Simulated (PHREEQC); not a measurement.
Solution (25 °C): 44 mmol/kgw ZnSO4, 1.4 mmol/kgw KCl and 0.36 mmol/kgw H2SO4. Closed to the air; pH follows from the charge balance.

Equilibrium calculation in PHREEQC: ion-association model, phreeqc.dat.

The ionic strength comes out as 0.0988 mol/kgw. What activity coefficients do Cl-, K+, KSO4-, Zn(SO4)2-2, Zn+2 get?

Cl- 0.77, K+ 0.77, KSO4- 0.79, Zn(SO4)2-2 0.37, Zn+2 0.38.

Precipitation was switched off in this run.
